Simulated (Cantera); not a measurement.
An adiabatic, constant-pressure homogeneous reactor starts with CO : H₂ : O₂ : N₂ : H₂O = 1 : 0.12 : 0.4 : 1.92 : 0.38 (molar parts), at 1075 K and 1.18 atm.

Computed with Cantera and GRI-Mech 3.0 (53 species, 325 reactions).

Predict: time of steepest temperature rise; temperature at 2.00 s; equilibrium temperature; x(CO) at 2.00 s; x(H₂) at 2.00 s; x(O₂) at 2.00 s; x(H) at 2.00 s; x(NO) at 2.00 s.


```
Quantity                                                             Value
---------------------------------  ---------------------------------------
time of steepest temperature rise                                 0.436 ms
temperature at 2.00 s                                               2483 K
equilibrium temperature                                             2483 K
x(CO) at 2.00 s                      0.0952 (gas-phase equilibrium 0.0952)
x(H₂) at 2.00 s                      0.0104 (gas-phase equilibrium 0.0104)
x(O₂) at 2.00 s                    0.00396 (gas-phase equilibrium 0.00396)
x(H) at 2.00 s                     0.00218 (gas-phase equilibrium 0.00218)
x(NO) at 2.00 s                    0.00258 (gas-phase equilibrium 0.00258)
```
